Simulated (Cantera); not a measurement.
Feed: 1 mol Zr, 1 mol O₂, 34 mol H₂, at 0.0133 bar.

These are equilibrium values from Cantera (NASA tables, ideal gas, pure condensed phases), not measurements of a reactor. Candidate condensed phases: H₂O, Zr, ZrO₂; 12 gas species. Equilibrium is a limit: real reactors are often held back by kinetics, nucleation or transport.

x: gas mole fraction; n: condensed amount in mol.

```tsv
T (°C)	x H₂	x H	x ZrO	x H₂O	x ZrO₂	x OH	x O	n ZrO₂(monoclinic)	n ZrO₂(tetragonal)
1077	1.000	2.06e-5	<1e-12	2.33e-10	<1e-12	<1e-12	<1e-12	1.00	0
1277	1.000	0.000273	8.24e-11	6.80e-9	<1e-12	<1e-12	<1e-12	0	1.00
1477	0.998	___	___	___	___	___	<1e-12	0	1.000
1677	0.990	___	___	___	___	___	___	0	1.000
1877	0.964	0.0359	1.31e-5	1.34e-5	6.38e-8	6.42e-8	1.68e-9	0	1.000
2077	0.897	0.102	0.000109	0.000108	2.50e-6	2.12e-6	1.63e-7	0	0.996
2277	0.763	0.236	0.000623	0.000579	5.44e-5	3.93e-5	7.93e-6	0	0.974
```

Question: Fill in the missing entries.

Answer: 
- 1677, x H: 0.00988
- 1677, x ZrO: 9.81e-7
- 1677, x H₂O: 1.04e-6
- 1677, x ZrO₂: 7.53e-10
- 1677, x OH: 9.44e-10
- 1677, x O: 6.98e-12
- 1477, x H: 0.00201
- 1477, x ZrO: 1.97e-8
- 1477, x H₂O: 8.90e-8
- 1477, x ZrO₂: 3.14e-12
- 1477, x OH: 1.05e-11
